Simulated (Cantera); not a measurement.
A perfectly stirred reactor is fed with H2 : O2 : N2 = 1 : 0.526 : 1.98 (molar parts), equivalence ratio 0.95, at 383 Torr; it is adiabatic with a 600 K inlet, and is followed from long to short residence time, starting on the burning branch (τ in s: 0.21, 0.089, 0.038, 0.016, 0.0067, 0.0028, 0.0012, 0.00051, 0.00021, 9e-05, 3.8e-05, 1.6e-05).

Detailed kinetics in Cantera: the H2/O2 subset of GRI-Mech 3.0, which has no nitrogen chemistry.

### Question
What does this change do: pressure from 383 Torr to 760 Torr?

### Answer
```json
[
 {"quantity": "blow-out, bracketed by the residence times tried", "before": "burning at 38.0 µs, out at 16.0 µs", "after": "burning at 16.0 µs, the shortest tried"},
 {"quantity": "x(H2) at τ = 0.210 s", "before": "0.0188", "after": "0.0162"},
 {"quantity": "x(O2) at τ = 0.210 s", "before": "0.0144", "after": "0.0134"},
 {"quantity": "x(OH) at τ = 0.210 s", "before": "0.0141", "after": "0.0129"},
 {"quantity": "x(H) at τ = 0.210 s", "before": "0.00445", "after": "0.00331"},
 {"quantity": "x(H2O) at τ = 0.210 s", "before": "0.299", "after": "0.303"},
 {"quantity": "x(H2) at τ = 1.20 ms", "before": "0.0382", "after": "0.0284"},
 {"quantity": "x(O2) at τ = 1.20 ms", "before": "0.0242", "after": "0.0187"},
 {"quantity": "x(OH) at τ = 1.20 ms", "before": "0.0191", "after": "0.0174"},
 {"quantity": "x(H) at τ = 1.20 ms", "before": "0.0226", "after": "0.0104"},
 {"quantity": "x(H2O) at τ = 1.20 ms", "before": "0.259", "after": "0.281"}
]
```
